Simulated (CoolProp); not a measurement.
The numbers come from the reference Helmholtz-energy equation of state, Lemmon 2006 in CoolProp. It is a short technical equation, of lower accuracy than the large ones.

Task: For hydrogen sulfide, give the phase and the cv (kJ/(kg K)), Joule-Thomson coefficient (K/MPa) at 236.25 °C and 0.0712 MPa; 302.95 °C and 0.0595 MPa.

Result: 
- 236.25 °C and 0.0712 MPa: gas; cv 0.853, Joule-Thomson coefficient 5.33
- 302.95 °C and 0.0595 MPa: gas; cv 0.888, Joule-Thomson coefficient 4.08
